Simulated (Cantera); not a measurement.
Standard-state values (1 bar) from the NASA 1993 polynomials, evaluated with Cantera. Values are per mole of reaction as written; species without (g) are pure solids or liquids, kept so even where they would boil at 1 bar.

2 BaF2 + H2O2(g) = H2(g) + 2 F2(g) + 2 BaO, with ΔH° = 1457.1 kJ and ΔS° = 253.3 J/K at 300 K.

How far is the shortcut ΔG° ≈ ΔH°(300 K) − T·ΔS°(300 K) from the full temperature-dependent value at 1898, 2048, 2198, 2348, 2498, 2648, 2798, 2948 K?


```tsv
T (K)	shortcut (kJ)	full (kJ)	difference (kJ)	difference in log10 K	condensed phases
1898	976.4	1022.2	-45.8	1.26	BaF2(l), BaO(s)
2048	938.4	997.2	-58.9	1.50	BaF2(l), BaO(s)
2198	900.4	972.7	-72.3	1.72	BaF2(l), BaO(s)
2348	862.4	945.3	-82.9	1.84	BaF2(l), BaO(l)
2498	824.4	913.6	-89.2	1.87	BaF2(l), BaO(l)
2648	786.4	882.2	-95.8	1.89	BaF2(l), BaO(l)
2798	748.4	851.1	-102.7	1.92	BaF2(l), BaO(l)
2948	710.4	820.2	-109.8	1.94	BaF2(l), BaO(l)
```
The shortcut ignores heat capacities and the phase changes listed.
